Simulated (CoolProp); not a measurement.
Vapour-liquid equilibrium of cyclohexane (1) + toluene (2) at 314.4 K; x and y are mole fractions of (1).

The numbers come from the multi-fluid Helmholtz-energy mixture model, Zhou 2014 and Lemmon 2006; pair parameters Bell 2016 in CoolProp.

Question: Give the bubble pressure and the first vapour's composition at x = 0.35, 0.425, 0.5. Is there an azeotrope?

Answer: x = 0.35: 0.01628 MPa, y = 0.651; x = 0.425: 0.01761 MPa, y = 0.708; x = 0.5: 0.01884 MPa, y = 0.757. No azeotrope shows between x = 0.05 and 0.95.

Pair parameters are fitted to limited data, so mixtures are less certain than the pure fluids.
